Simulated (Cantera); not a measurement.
A closed system holds: 1 mol BaF₂, 1.1 mol O₂, a varied amount of H₂, equilibrated at 0.680 Pa.

Method: chemical equilibrium by Gibbs-energy minimisation in Cantera with the NASA 1993 tables (ideal gas, pure condensed phases). Candidate condensed phases: Ba, BaF₂, BaO, Ba(OH)₂, H₂O; 27 gas species. The numbers say what is thermodynamically allowed, not how fast it happens.

Stable condensed phases, one row left out:

```
T in °C \ n(H₂) in mol
         0.13 0.36    1    3  8.8   25   73  210
   1927     A    A    A    A    A    A    A    A
   1852     A    A    A    A    A    A    A    A
   1777     A    A    A    A    A    A    A    A
   1702     A    A    A    A    A    A    A    A
   1627     A    A    A    A    A    A    A    A
   1552     A    A    A    A    A    A    A    A
   1477     A    B    B    A    A    A    A    A
   1327     B    B    B    B    A    A    A    A
   1252     B    B    B    B    B    A    A    A
   1177     B    B    B    B    B    B    A    A
```

A: gas only; B: BaO.

### Question
Give the row for 1402 °C.

### Answer
0.13: BaO; 0.36: BaO; 1: BaO; 3: BaO; 8.8: gas only; 25: gas only; 73: gas only; 210: gas only.
